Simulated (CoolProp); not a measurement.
Aqueous sodium chloride as a coolant, 11 % by mass, freezing at -7.3 °C, 1 atm.

Computed with CoolProp (Melinder's fits for secondary coolants).

```
T (°C)  cp (kJ/(kg K))  density (kg/m³)  Prandtl number  viscosity (mPa s)
------  --------------  ---------------  --------------  -----------------
-0.4             3.650             1085            14.1               2.14
2.1              3.655             1084            13.0               1.98
4.7              3.660             1083            11.9               1.83
7.2              3.665             1082            11.0               1.70
9.7              3.669             1082            10.2               1.59
12.3             3.674             1081            9.45               1.48
14.8             3.678             1080            8.80               1.39
17.4             3.682             1079            8.19               1.30
19.9             3.686             1078            7.66               1.22
22.4             3.689             1077            7.19               1.15
25               3.693             1076            6.75               1.09
27.5             3.696             1075            6.36               1.03
30               3.699             1074            6.01              0.981
32.6             3.702             1073            5.69              0.934
```
